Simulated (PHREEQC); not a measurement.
Dissolve 0.053 mol KOH, 0.00023 mol NaAlO2 and 0.1 mol Na2CO3 per kg of water at 25 °C. Closed to the air; pH follows from the charge balance.

All values are PHREEQC results (ion-association model, phreeqc.dat), not measurements.

No solid was allowed to form.

Q: Order these C species by the share of C that they hold, largest first: HCO3-, CO3-2, NaCO3-.

A: CO3-2 (55 %), NaCO3- (45 %), HCO3- (0.13 %)

The pH is 12.56 and the ionic strength 0.263 mol/kgw.
